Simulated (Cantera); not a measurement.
A Cantera script and its output.

```python
import numpy as np
import cantera as ct

gas = ct.Solution("gri30.yaml")
gas.TPX = 2450, 8500, {'CH4': 0.0083, 'H2': 1, 'N2': 0.0013}
inlet = ct.Reservoir(gas, clone=True)

reactor = ct.IdealGasConstPressureReactor(gas, energy="off", clone=False)
exhaust = ct.Reservoir(gas, clone=True)
tau = [8.6, 3.7, 1.6, 0.67, 0.29, 0.12, 0.052, 0.022, 0.0095][0]
for a, b in ((inlet, reactor), (reactor, exhaust)):
    ct.MassFlowController(a, b, mdot=lambda t: reactor.mass / tau)
net = ct.ReactorNet([reactor])
show = ['CH4', 'H2', 'C2H6', 'HCN', 'C2H']

rows = []
print(f"{'tau/s':>10s}{'T/K':>9s}" + "".join(f"{s:>11s}" for s in show))
for tau in [8.6, 3.7, 1.6, 0.67, 0.29, 0.12, 0.052, 0.022, 0.0095]:
    net.initial_time = 0.0
    net.advance(30 * tau)
    before = gas.X
    net.advance(40 * tau)
    drift = np.max(np.abs(gas.X - before) / (gas.X + 1e-9))
    rows.append([gas.T, *gas[show].X, drift])
    print(f"{tau:10.3e}{gas.T:9.1f}" + "".join(f"{x:11.3e}" for x in gas[show].X))
```

Result:

```
     tau/s      T/K        CH4         H2       C2H6        HCN        C2H
 8.600e+00   2450.0  1.085e-05  9.281e-01  3.808e-12  1.560e-04  1.769e-05
 3.700e+00   2450.0  1.380e-05  9.284e-01  6.030e-12  9.071e-05  1.775e-05
 1.600e+00   2450.0  1.911e-05  9.289e-01  1.133e-11  5.467e-05  1.765e-05
 6.700e-01   2450.0  2.902e-05  9.302e-01  2.548e-11  3.300e-05  1.728e-05
 2.900e-01   2450.0  4.671e-05  9.328e-01  6.368e-11  2.008e-05  1.650e-05
 1.200e-01   2450.0  8.515e-05  9.380e-01  1.975e-10  1.126e-05  1.494e-05
 5.200e-02   2450.0  1.674e-04  9.454e-01  6.837e-10  5.949e-06  1.268e-05
 2.200e-02   2450.0  3.571e-04  9.538e-01  2.672e-09  2.815e-06  1.001e-05
 9.500e-03   2450.0  7.391e-04  9.608e-01  9.677e-09  1.263e-06  7.537e-06
```

Cantera simulation using GRI-Mech 3.0 (53 species, 325 reactions); the numbers are that mechanism's predictions, not measurements. GRI-Mech 3.0 stops at C3 and has no aromatics, soot or wall deposition, so with more carbon than oxygen in the feed, carbon stays in small species such as C2H2 where larger ones or solid carbon would form.
